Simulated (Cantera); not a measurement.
Input: 1 mol SiCl4, 0.25 mol NH3, 5 mol H2, equilibrated at 1998.15 K and 0.00133 bar.

Cantera equilibrium calculation (NASA polynomials, part measured and part estimated; ideal gas, pure solids and liquids). The tables' values for SiCl, SiCl3, SiN are old estimates; treat these amounts as uncertain. Gases not in the tables: Si2H6 and higher silanes. Equilibrium is a limit: real reactors are often held back by kinetics, nucleation or transport.

```csv
species,before,after
H2,0.539,0.668
HCl,0.272,0.214
SiCl4,1.27e-6,0.0550
SiCl2,0.113,0.0431
Si,0.0109,<1e-9
Cl,0.0121,7.41e-7
H,0.0323,2.65e-6
N2,0.0161,6.26e-5
SiCl3,0.000352,0.0155
SiH,0.000200,<1e-9
SiCl,0.00444,2.52e-8
Si2,3.87e-5,<1e-9
SiH2,1.94e-5,1.26e-9
SiN,1.32e-5,<1e-9
SiHCl3,9.77e-7,0.00401
"Si3N4(s), mol",0,0.0623
```
Gas species are given as mole fractions.

Question: Which change was made?
(A) temperature from 1998.15 K to 1875 K
(B) H2 from 5 to 0.63 mol
(C) temperature from 1998.15 K to 1173.15 K
(D) temperature from 1998.15 K to 1900 K

Answer: C, temperature from 1998.15 K to 1173.15 K. The tables' values for SiCl3 are old estimates; treat these amounts as uncertain
